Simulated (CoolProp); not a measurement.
The fluid at 291.69 K and 1.48 MPa flows at 0.93 m/s in a round tube of 6 mm bore and 0.25 µm roughness, fully developed (64/Re and Nu = 3.66 if laminar; Colebrook and Gnielinski if turbulent). The same conditions are run with several fluids, on thermodynamics alone (safety and materials aside).

The numbers come from the reference Helmholtz-energy equation of state of each fluid (methane: Setzmann 1991; C2F6 (R116): Lemmon 2006; oxygen: Schmidt 1985; R13: Platzer 1990; dry air: Lemmon 2000) in CoolProp. The equations of Platzer and Polt are older, rougher fits. Blends and air are pseudo-pure fits.

```csv
fluid,Reynolds number,Darcy friction factor,pressure drop (Pa/m),heat-transfer coefficient (W/(m² K)),mass flow (kg/h)
methane,5020,0.0374,27.1,95.0,0.953
C2F6 (R116),40900,0.0220,165,252,9.87
oxygen,5370,0.0367,52.2,77.1,1.87
R13,29200,0.0237,130,167,7.22
dry air,5400,0.0366,46.9,76.4,1.68
```

Transport values come from each fluid's own correlations; those of C2F6 (R116), R13 are estimates that may be off by 10 % or more.
